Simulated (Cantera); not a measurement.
Cantera run, input and output.

```python
import numpy as np
import cantera as ct

gas = ct.Solution("gri30.yaml")
gas.TPX = 1525, 22000, {'CH4': 1, 'N2': 160}
inlet = ct.Reservoir(gas, clone=True)

reactor = ct.IdealGasConstPressureReactor(gas, energy="off", clone=False)
exhaust = ct.Reservoir(gas, clone=True)
tau = [1.2, 0.58, 0.28, 0.13, 0.064, 0.031, 0.015, 0.0071, 0.0034, 0.0017][0]
for a, b in ((inlet, reactor), (reactor, exhaust)):
    ct.MassFlowController(a, b, mdot=lambda t: reactor.mass / tau)
net = ct.ReactorNet([reactor])
show = ['CH4', 'H', 'C2H6', 'CH3', 'C2H2']

rows = []
print(f"{'tau/s':>10s}{'T/K':>9s}" + "".join(f"{s:>11s}" for s in show))
for tau in [1.2, 0.58, 0.28, 0.13, 0.064, 0.031, 0.015, 0.0071, 0.0034, 0.0017]:
    net.initial_time = 0.0
    net.advance(30 * tau)
    before = gas.X
    net.advance(40 * tau)
    drift = np.max(np.abs(gas.X - before) / (gas.X + 1e-9))
    rows.append([gas.T, *gas[show].X, drift])
    print(f"{tau:10.3e}{gas.T:9.1f}" + "".join(f"{x:11.3e}" for x in gas[show].X))
```

Result:

```
     tau/s      T/K        CH4          H       C2H6        CH3       C2H2
 1.200e+00   1525.0  3.486e-03  2.091e-06  3.892e-06  3.490e-05  1.273e-03
 5.800e-01   1525.0  4.229e-03  1.583e-06  6.045e-06  4.314e-05  8.637e-04
 2.800e-01   1525.0  4.910e-03  1.089e-06  8.381e-06  5.044e-05  4.887e-04
 1.300e-01   1525.0  5.515e-03  6.092e-07  9.534e-06  5.353e-05  1.888e-04
 6.400e-02   1525.0  5.922e-03  2.684e-07  7.298e-06  4.688e-05  4.457e-05
 3.100e-02   1525.0  6.125e-03  9.525e-08  3.200e-06  3.145e-05  5.086e-06
 1.500e-02   1525.0  6.185e-03  4.174e-08  9.314e-07  1.755e-05  3.728e-07
 7.100e-03   1525.0  6.201e-03  2.743e-08  2.068e-07  8.871e-06  2.113e-08
 3.400e-03   1525.0  6.207e-03  2.388e-08  3.936e-08  4.367e-06  1.164e-09
 1.700e-03   1525.0  6.209e-03  2.285e-08  7.065e-09  2.199e-06  7.331e-11
```

Detailed kinetics in Cantera: GRI-Mech 3.0 (53 species, 325 reactions). GRI-Mech 3.0 stops at C3 and has no aromatics, soot or wall deposition, so with more carbon than oxygen in the feed, carbon stays in small species such as C2H2 where larger ones or solid carbon would form.
